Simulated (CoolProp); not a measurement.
A single-stage vapour-compression cycle with the fluid: evaporating at 204.15 K (dew point), condensing at 232.15 K (bubble point), superheat 5 K, subcooling 5 K, compressor efficiency 0.7, no pressure losses. The same conditions are run with several fluids, on thermodynamics alone (safety and materials aside).

Computed with CoolProp (reference Helmholtz-energy equation of state of each fluid (ammonia: Gao 2020; carbonyl sulfide: Lemmon 2006; hydrogen chloride: Thol 2018; propane: Lemmon 2009; CH3F (R41): Lemmon 2006; C3F8 (R218): Lemmon 2006)).

```
fluid              cooling COP  pressure ratio  discharge temperature (K)  refrigerating effect (kJ/kg)  volumetric capacity (kJ/m³)
-----------------  -----------  --------------  -------------------------  ----------------------------  ---------------------------
ammonia                      ?               ?                      361.6                          1380                          159
carbonyl sulfide          4.56            3.94                      309.9                           297                            ?
hydrogen chloride         4.40               ?                          ?                           391                         2000
propane                   4.73            4.11                      271.5                           409                          272
CH3F (R41)                   ?            3.35                      301.4                             ?                         1470
C3F8 (R218)               4.67            4.67                          ?                          97.8                          192
```

Q: Some entries are withheld; supply them.

A: 
- ammonia, cooling COP: 4.34
- ammonia, pressure ratio: 5.79
- carbonyl sulfide, volumetric capacity (kJ/m³): 402
- hydrogen chloride, pressure ratio: 3.18
- hydrogen chloride, discharge temperature (K): 320.4
- CH3F (R41), cooling COP: 4.48
- CH3F (R41), refrigerating effect (kJ/kg): 432
- C3F8 (R218), discharge temperature (K): 242.3
